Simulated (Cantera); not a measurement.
# Low-pressure radical oxidation in H2/O2

An isothermal, constant-pressure homogeneous reactor starts with 2.12 % H₂, 97.9 % O₂, equivalence ratio 0.011, at 1323 K and 0.0263 atm.

Computed with Cantera and the H2/O2 subset of GRI-Mech 3.0, which has no nitrogen chemistry. Radical loss at walls, strong at low pressure, is not modelled.

| t (s) | x H₂ | x O₂ | x OH | x O | x H | x H₂O₂ | x HO₂ |
|---|---|---|---|---|---|---|---|
| 0.000200 | 0.0212 | 0.979 | 1.33e-7 | 1.66e-7 | 3.62e-8 | 5.52e-11 | 6.31e-8 |
| 0.000469 | 0.0212 | 0.979 | 2.30e-6 | 2.96e-6 | 5.77e-7 | 2.90e-10 | 1.55e-7 |
| 0.00110 | 0.0187 | 0.977 | 0.00109 | 0.00149 | 0.000297 | 1.89e-8 | 2.17e-6 |
| 0.00257 | 0.000199 | 0.960 | 0.00232 | 0.0168 | 0.00137 | 6.12e-8 | 2.26e-6 |
| 0.00603 | 0.000156 | 0.962 | 0.00214 | 0.0155 | 0.00116 | 5.63e-8 | 2.13e-6 |
| 0.0141 | 0.000129 | 0.965 | 0.00195 | 0.0126 | 0.000853 | 5.43e-8 | 1.96e-6 |
| 0.0331 | 8.58e-5 | 0.969 | 0.00159 | 0.00825 | 0.000456 | 4.94e-8 | 1.62e-6 |
| 0.0777 | 4.10e-5 | 0.974 | 0.00111 | 0.00388 | 0.000148 | 3.93e-8 | 1.11e-6 |
| 0.182 | 1.36e-5 | 0.977 | 0.000637 | 0.00127 | 2.78e-5 | 2.49e-8 | 5.79e-7 |
| 0.427 | 3.51e-6 | 0.978 | 0.000325 | 0.000327 | 3.65e-6 | 1.23e-8 | 2.29e-7 |
| 1.00 | 8.54e-7 | 0.978 | 0.000161 | 7.94e-5 | 4.38e-7 | 4.94e-9 | 7.77e-8 |
x: mole fraction; the columns are a selection and need not sum to one.

Equilibrium at this temperature and pressure: H₂ 1.73e-8, O₂ 0.979, OH 2.30e-5, O 1.62e-6, H 1.29e-9, H₂O₂ 2.26e-10, HO₂ 2.75e-8 (gas phase only).
